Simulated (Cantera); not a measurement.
## Hydrocarbon pyrolysis for carbon deposition

An isothermal, constant-pressure homogeneous reactor starts with 2.44 % C₂H₆, 97.6 % N₂, at 1925 K and 0.00316 atm.

Detailed kinetics in Cantera: GRI-Mech 3.0 (53 species, 325 reactions). GRI-Mech 3.0 stops at C3 and has no aromatics, soot or wall deposition, so with more carbon than oxygen in the feed, carbon stays in small species such as C2H2 where larger ones or solid carbon would form. Radical loss at walls, strong at low pressure, is not modelled.

```tsv
t (s)	x C₂H₆	x H₂	x C₂H	x C₂H₂	x CH₃	x C₂H₄
2.00e-5	0.0235	2.31e-7	<1e-12	5.36e-11	0.00179	2.49e-7
0.000104	0.0199	2.24e-5	<1e-12	2.80e-8	0.00847	2.68e-5
0.000545	0.00674	0.00330	3.09e-7	0.000186	0.0236	0.00337
0.00284	6.56e-6	0.0289	1.93e-5	0.0132	0.00663	0.00485
0.0148	2.29e-7	0.0412	9.02e-6	0.0212	0.00117	0.000315
0.0775	2.86e-8	0.0440	5.32e-6	0.0224	0.000377	2.72e-5
0.404	3.41e-9	0.0454	4.78e-6	0.0229	0.000127	3.20e-6
2.11	9.22e-11	0.0459	6.70e-6	0.0231	2.21e-5	1.43e-7
11.0	<1e-12	0.0456	1.30e-5	0.0231	1.99e-7	4.41e-8
57.5	<1e-12	0.0447	2.54e-5	0.0231	3.17e-8	3.47e-8
300	<1e-12	0.0446	2.66e-5	0.0231	3.17e-8	3.41e-8
```
x: mole fraction; the columns are a selection and need not sum to one.

Equilibrium at this temperature and pressure: C₂H₆ <1e-12, H₂ 0.0447, C₂H 4.37e-6, C₂H₂ 0.00379, CH₃ 7.23e-8, C₂H₄ 5.61e-9 (gas phase only).
